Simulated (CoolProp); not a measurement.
Vapour-liquid equilibrium of ethylene (1) + isobutane (2) at 0.0231 MPa; x and y are mole fractions of (1).

Values from CoolProp's multi-fluid Helmholtz-energy mixture model, Smukala 2000 and Bücker 2006; pair parameters Bell 2016.

```tsv
x	bubble temperature (K)	y at the bubble point	dew temperature at overall composition x (K)	liquid density (mol/L)
0.05	?	0.827	228.0	11.56
0.15	179.6	0.973	226.0	12.52
0.25	170.0	0.991	?	13.34
0.35	164.0	0.996	221.3	14.18
0.45	159.7	0.998	?	15.05
0.55	156.4	0.999	?	15.98
0.65	153.8	0.999	211.3	16.99
0.75	?	1.000	?	18.09
0.85	?	1.000	199.3	?
0.95	148.5	1.000	186.1	20.60
```

Task: What belongs in the gaps?

Result: 
- 0.05, bubble temperature (K): 201.2
- 0.25, dew temperature at overall composition x (K): 223.8
- 0.45, dew temperature at overall composition x (K): 218.5
- 0.55, dew temperature at overall composition x (K): 215.2
- 0.75, bubble temperature (K): 151.7
- 0.75, dew temperature at overall composition x (K): 206.3
- 0.85, bubble temperature (K): 150.0
- 0.85, liquid density (mol/L): 19.29

No azeotrope shows between x = 0.05 and 0.95.

Pair parameters are fitted to limited data, so mixtures are less certain than the pure fluids.
